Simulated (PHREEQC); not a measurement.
Consider water at 40 °C with 0.13 mol HCl, 0.0026 mol NiSO4 and 0.017 mol MnSO4 per kg of water. Closed to the air; pH follows from the charge balance.

All values are PHREEQC results (ion-association model, wateq4f.dat), not measurements.

This is a speciation only: nothing precipitates in the calculation.

**Question.** What pH, ionic strength does the model give?

**Answer.** pH 1.04; ionic strength 0.168 mol/kgw.

**Question.** In which forms is Mn present?

**Answer.** Mn+2 81 %, MnCl+ 14 %, MnSO4 5.5 % of the Mn.

Species that the database lacks are ignored. At this temperature some constants are extrapolated from 25 °C, and those without enthalpy data are left unchanged.
